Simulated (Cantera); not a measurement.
A closed system holds: 1 mol Zr, 7.2 mol N2O, 500 mol H2, 0.48 mol O2, equilibrated at 1675 °C and 0.170 bar.

These are equilibrium values from Cantera (NASA tables, ideal gas, pure condensed phases), not measurements of a reactor. Equilibrium is a limit: real reactors are often held back by kinetics, nucleation or transport.

```
species                 before    after
---------------------  -------  -------
H2                       0.971    0.974
N2                      0.0142   0.0142
H2O                     0.0121   0.0121
H                      0.00270  1.59e-5
ZrO2(tetragonal), mol     1.00        0
ZrO2(monoclinic), mol        0     1.00
```
Gas species are given as mole fractions.

Problem. Name the change that produced these shifts.
A) pressure from 0.170 bar to 0.350 bar
B) N2O from 7.2 to 0.45 mol
C) temperature from 1675 °C to 1150 °C
D) H2 from 500 to 5.3 mol

Solution. C, temperature from 1675 °C to 1150 °C
